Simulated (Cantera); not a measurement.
Input: 1 mol MgCO3, 7.2 mol H2O, equilibrated at 1023.15 K and 1330 Pa.

Method: chemical equilibrium by Gibbs-energy minimisation in Cantera with the NASA 1993 tables (ideal gas, pure condensed phases). Candidate condensed phases: C, C6H6, C7H8, C8H18, H2O, Mg, MgCO3, MgO, Mg(OH)2; 116 gas species. Kinetics and transport are ignored.

Base state: H2O 0.878, CO2 0.122 (mole fractions); condensed: MgO(s).

Problem. What changes in the equilibrium state with this change: temperature from 1023.15 K to 1950 K?

Solution. 
```json
[
 {"species": "H2O", "before": "0.878", "after": "0.847"},
 {"species": "CO2", "before": "0.122", "after": "0.112"},
 {"species": "H2", "before": "1.47e-6", "after": "0.0144"},
 {"species": "Mg(OH)2", "before": "<1e-9", "after": "2.21e-5"},
 {"species": "H", "before": "<1e-9", "after": "0.00119"},
 {"species": "O", "before": "<1e-9", "after": "0.000389"},
 {"species": "OH", "before": "6.88e-8", "after": "0.00636"},
 {"species": "CO", "before": "1.56e-7", "after": "0.00838"},
 {"species": "MgO(s), mol", "before": "1.00", "after": "1.000"}
]
```
